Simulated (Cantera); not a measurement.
Charge: 1 mol AlN, 0.15 mol O2, 12 mol N2, held at 69.0 Pa.

These are equilibrium values from Cantera (NASA tables, ideal gas, pure condensed phases), not measurements of a reactor. Candidate condensed phases: Al, AlN, Al2O3; 16 gas species. Mutual solubility and eutectic melting of coexisting phases are not modelled. Kinetics and transport are ignored. All values below are at 1723 K.

Base state: N2 0.997, Al 0.00250, Al2O 0.000611 (mole fractions); condensed: AlN(s) + Al2O3(s).

Question: What changes in the equilibrium state with this change: pressure from 69.0 Pa to 2.00 Pa?

Answer: 
```csv
species,before,after
N2,0.997,0.943
Al,0.00250,0.0476
Al2O,0.000611,0.00954
"AlN(s), mol",0.760,0
"Al2O3(s), mol",0.0975,0.0579
```

Question: What changes in the equilibrium state with this change: pressure from 69.0 Pa to 9.90 Pa?

Answer: 
```
species          before   after
-------------  --------  ------
N2                0.997   0.944
Al              0.00250  0.0421
Al2O           0.000611  0.0138
AlN(s), mol       0.760       0
Al2O3(s), mol    0.0975  0.0392
```

Question: What changes in the equilibrium state with this change: pressure from 69.0 Pa to 57.0 mbar?

Answer: 
```
species          before    after
-------------  --------  -------
N2                0.997    1.000
Al              0.00250  3.33e-6
Al2O           0.000611  3.89e-7
AlN(s), mol       0.760    0.800
Al2O3(s), mol    0.0975   0.1000
```
